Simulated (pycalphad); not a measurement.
Freezing of Sn-Si alloys with rising Si

All values are pycalphad results on the COST 507 light-alloy database (1999) (1 atm), not direct measurements. These are 1990s assessments: newer ones move some temperatures and phases. Phase fractions are per mole of atoms.

Scheil-Gulliver runs (no diffusion in the solid, steps of 2 K) beside full equilibrium.

| alloy | liquidus (°C) | Scheil, half solid (°C) | Scheil, 80 % solid (°C) | Scheil, invariant end (°C) | liquid left at that end | equilibrium solidus (°C) |
|---|---|---|---|---|---|---|
| Sn-0.37Si (at.%) | 733 | at the invariant end | at the invariant end | 232 | 1.00 | 232 |
| Sn-0.56Si (at.%) | 778 | at the invariant end | at the invariant end | 232 | 0.99 | 232 |
| Sn-0.74Si (at.%) | 810 | at the invariant end | at the invariant end | 232 | 0.99 | 232 |
| Sn-1.11Si (at.%) | 860 | at the invariant end | at the invariant end | 232 | 0.99 | 232 |
